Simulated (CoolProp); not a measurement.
p-xylene along the isotherm 421.1 K: Z from the reference equation and from simpler models built on Tc = 616.2 K, pc = 3532 kPa, ω = 0.324; each cubic takes its own stable root.

Model: reference Helmholtz-energy equation of state, Zhou 2012, in CoolProp.

```csv
p (kPa),phase,reference
112,gas,0.9523
212,liquid,0.008646
401,liquid,0.01635
761,liquid,0.03099
1440,liquid,0.05856
2730,liquid,0.1107
5180,liquid,0.2089
9830,liquid,0.3927
18600,liquid,0.7317
35300,liquid,1.356
```

Task: How far does each simpler model (Redlich-Kwong, Soave-Redlich-Kwong, Peng-Robinson) lie from the reference over these 10 states: mean and median of the absolute difference, and the worst?

Result: 
- Redlich-Kwong: mean 1089.7 %, median 19.2 %, worst +10747.8 % at 421.1 K and 212 kPa
- Soave-Redlich-Kwong: mean 12.7 %, median 14.2 %, worst +14.8 % at 421.1 K and 212 kPa
- Peng-Robinson: mean 1.1 %, median 1.2 %, worst +1.5 % at 421.1 K and 212 kPa

At some of these states Redlich-Kwong gives the other phase, because its saturation line lies elsewhere.
